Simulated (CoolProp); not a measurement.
Model: reference Helmholtz-energy equation of state, Akasaka 2023, in CoolProp.

Question: For R1336mzz(E), give the phase and the density (kg/m³), cv (kJ/(kg K)), Joule-Thomson coefficient (K/MPa), isothermal compressibility (1/MPa) at 392.4 K and 14.1 bar.

Answer: 
- 392.4 K and 14.1 bar: gas; density 93.2, cv 0.888, Joule-Thomson coefficient 15.7, isothermal compressibility 0.987
